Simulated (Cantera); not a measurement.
Feed: 1 mol HMDSO, 0.68 mol O₃, 2.3 mol N₂, held at 475 °C and 0.0133 bar.

These are equilibrium values from Cantera (NASA tables, ideal gas, pure condensed phases), not measurements of a reactor. Candidate condensed phases: C, C₆H₆, C₇H₈, C₈H₁₈, H₂O, Si, SiC, SiO₂, Si₂N₂O, Si₃N₄; 151 gas species. The feed counts by its element totals alone. N₂ is the only nitrogen source here; it is nearly inert below about 1500 K, so the nitride shown seldom forms there in practice. The numbers say what is thermodynamically allowed, not how fast it happens.

Base state: H₂ 0.787, N₂ 0.185, CH₄ 0.0273, NH₃ 2.09e-5 (mole fractions); condensed: C(graphite) + SiO₂(α-quartz) + Si₂N₂O(s).

What changes in the equilibrium state with this change: temperature from 475 °C to 1127 °C?


```csv
species,before,after
H₂,0.787,0.729
CO,2.73e-6,0.165
N₂,0.185,0.105
CH₄,0.0273,3.06e-5
SiO,<1e-9,2.90e-5
H,<1e-9,3.60e-5
HCN,8.87e-9,0.000138
"C(graphite), mol",5.71,3.96
"SiO₂(α-quartz), mol",1.36,0
"Si₂N₂O(s), mol",0.320,1.000
```

What changes in the equilibrium state with this change: HMDSO replaced by SiCl₄?


```tsv
species	before	after
N₂	0.185	0.532
Cl₂	0	0.463
O₂	<1e-9	0.00463
H₂	0.787	0
CH₄	0.0273	0
NH₃	2.09e-5	0
Cl	0	1.52e-5
C(graphite), mol	5.71	0
SiO₂(α-quartz), mol	1.36	1.00
Si₂N₂O(s), mol	0.320	0
```
